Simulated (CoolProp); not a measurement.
Vapour-liquid equilibrium of 1-butene (1) + n-perfluorobutane (2) at 349.2 K; x and y are mole fractions of (1).

Values from CoolProp's multi-fluid Helmholtz-energy mixture model, Lemmon 2005 and Gao 2022; pair parameters Bell 2016.

```
x      bubble pressure, mixture model (MPa)  bubble pressure, Raoult's law (MPa)  y, mixture model  y, Raoult's law
-----  ------------------------------------  -----------------------------------  ----------------  ---------------
0.05                                  1.143                                1.058             0.097            0.052
0.125                                 1.278                                1.061                 ?            0.129
0.2                                   1.405                                1.065             0.326            0.206
0.275                                 1.511                                1.068             0.406            0.283
0.35                                  1.590                                1.071                 ?            0.359
0.425                                     ?                                1.074             0.514            0.434
0.5                                       ?                                1.077             0.551            0.510
0.575                                 1.679                                1.080             0.580            0.584
0.65                                  1.674                                1.083             0.604            0.659
0.725                                     ?                                1.086             0.627            0.733
0.8                                       ?                                1.089             0.656            0.806
0.875                                 1.534                                1.092             0.707            0.879
0.95                                  1.338                                1.095             0.824            0.952
```

Q: What belongs in the gaps?

A: 
- 0.125, y, mixture model: 0.224
- 0.35, y, mixture model: 0.467
- 0.425, bubble pressure, mixture model (MPa): 1.642
- 0.5, bubble pressure, mixture model (MPa): 1.670
- 0.725, bubble pressure, mixture model (MPa): 1.657
- 0.8, bubble pressure, mixture model (MPa): 1.620

The largest gap from Raoult's law is +55.5 % in bubble pressure, at x = 0.575. y crosses x between x = 0.575 and 0.65: the model has an azeotrope there.

Pair parameters are fitted to limited data, so mixtures are less certain than the pure fluids. With so large a gap from Raoult's law the liquid may split in two, which this calculation doesn't test in full.
